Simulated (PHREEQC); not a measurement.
**Alkaline etch or developer (model solution)**

A solution holds 0.0033 mol/kgw TMAH and 0.00026 mol/kgw K3PO4, at 25 °C. Closed to the air; pH follows from the charge balance.

The numbers come from PHREEQC with the ion-association model, phreeqc.dat.

| Quantity | Value |
|---|---|
| pH | 11.51 |
| ionic strength | 0.00443 mol/kgw |
| total alkalinity | 3.82 meq/kg |

```json
[
 {"species": "OH-", "molality": "0.00351", "activity": "0.00327", "log γ": "-0.032"},
 {"species": "(CH3)4N+", "molality": "0.00330", "activity": "0.00307", "log γ": "-0.031"},
 {"species": "K+", "molality": "0.000780", "activity": "0.000725", "log γ": "-0.031"},
 {"species": "HPO4-2", "molality": "0.000215", "activity": "0.000162", "log γ": "-0.122"},
 {"species": "PO4-3", "molality": "4.50e-5", "activity": "2.36e-5", "log γ": "-0.281"},
 {"species": "KHPO4-", "molality": "2.46e-7", "activity": "2.29e-7", "log γ": "-0.030"},
 {"species": "H2PO4-", "molality": "8.66e-9", "activity": "8.08e-9", "log γ": "-0.030"}
]
```

No solid was allowed to form. (CH3)4N+ isn't in the database: it is added as a free cation with an ion size of 4 Å.
